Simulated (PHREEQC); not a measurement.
Consider water at 35 °C with 0.023 mol/kgw NaHSO4 and 0.00029 mol/kgw KOH. Closed to the air; pH follows from the charge balance.

Computed with PHREEQC (ion-association model, wateq4f.dat).

No solid was allowed to form.

### Question
Order these S species by the share of S that they hold, largest first: HSO4-, SO4-2, NaSO4-.

### Answer
SO4-2 (55 %), HSO4- (42 %), NaSO4- (3.0 %)

The pH is 1.95 and the ionic strength 0.0483 mol/kgw. Species that the database lacks are ignored.
